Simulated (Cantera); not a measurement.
A freely propagating, adiabatic, planar premixed flame of CH4 : O2 : N2 = 1 : 2 : 7.52 (molar parts), equivalence ratio 1.0, unburnt at 325 K and 0.170 bar; mixture-averaged transport, grid criteria slope 0.08 and curve 0.16, no radiation.

Model: GRI-Mech 3.0 (53 species, 325 reactions), integrated in Cantera. Burning velocities carry a grid error of a few per cent, more on coarse grids.

### Question
How do the results move with these cheaper or finer settings: unity-Lewis-number transport; multicomponent transport; multicomponent+Soret transport; grid criteria slope 0.5, curve 1; grid criteria slope 0.25, curve 0.5; grid criteria slope 0.03, curve 0.06?

### Answer
```tsv
setting	laminar burning velocity	thermal thickness	peak x(C2H4)	peak x(C2H2)	grid points
as above	66.6 cm/s	1.86 mm	0.000362	8.62e-5	160
unity-Lewis-number transport	44.9 cm/s	2.28 mm	0.000247	5.16e-5	143
multicomponent transport	66.6 cm/s	1.89 mm	0.000370	8.79e-5	160
multicomponent+Soret transport	65.9 cm/s	1.88 mm	0.000353	8.13e-5	160
grid criteria slope 0.5, curve 1	72.0 cm/s	2.03 mm	0.000361	8.31e-5	56
grid criteria slope 0.25, curve 0.5	68.4 cm/s	1.92 mm	0.000359	8.48e-5	81
grid criteria slope 0.03, curve 0.06	66.0 cm/s	1.85 mm	0.000364	8.67e-5	400
```
The base run took about 24 core-seconds (a rough figure).
Unity Lewis numbers drop preferential diffusion, which matters most where H2 and H carry the flame; Soret adds thermal diffusion.
